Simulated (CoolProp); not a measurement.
100 sccm (0 °C, 1 atm) of nitrogen bubbles through liquid cyclopentane at 301.5 K and leaves saturated at a total pressure of 0.15 MPa (ideal gas phase). Each further row changes one setting.

Model: reference Helmholtz-energy equation of state, Gedanitz 2015, in CoolProp.

```json
[
 {"case": "as stated", "vapour pressure (kPa)": "48.2", "mole fraction of vapour": "0.322", "delivery (mg/min)": "148", "delivery (sccm)": "47.4", "change of delivery for a bath 1 K warmer (%)": "5.9"},
 {"case": "bath temperature 306.5 K", "vapour pressure (kPa)": "58.2", "mole fraction of vapour": "0.388", "delivery (mg/min)": "199", "delivery (sccm)": "63.4", "change of delivery for a bath 1 K warmer (%)": "6.3"},
 {"case": "total pressure 0.3 MPa", "vapour pressure (kPa)": "48.2", "mole fraction of vapour": "0.161", "delivery (mg/min)": "59.9", "delivery (sccm)": "19.2", "change of delivery for a bath 1 K warmer (%)": "4.7"}
]
```
